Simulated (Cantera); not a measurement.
A closed system holds: 1 mol CH2F2, 0.074 mol HCl, held at 3275 °C and 11.0 Pa.

These are equilibrium values from Cantera (NASA tables, ideal gas, pure condensed phases), not measurements of a reactor. Candidate condensed phases: C, C6H6, C7H8, C8H18; 118 gas species. Rates play no part.

Base state: H 0.402, F 0.387, C 0.192, Cl 0.0144, HF 0.00276, C2 0.00113, CF 0.000591, C3 5.13e-5 (mole fractions); condensed: gas only.

What changes in the equilibrium state with this change: pressure from 11.0 Pa to 13.3 mbar?


```csv
species,before,after
H,0.402,0.325
F,0.387,0.293
HF,0.00276,0.204
C,0.192,0.0726
C3,5.13e-5,0.0407
CF,0.000591,0.0205
C2,0.00113,0.0196
Cl,0.0144,0.0189
C5,<1e-9,0.000166
C2H2 (acetylene),<1e-9,4.24e-5
C4,3.38e-9,0.000123
```
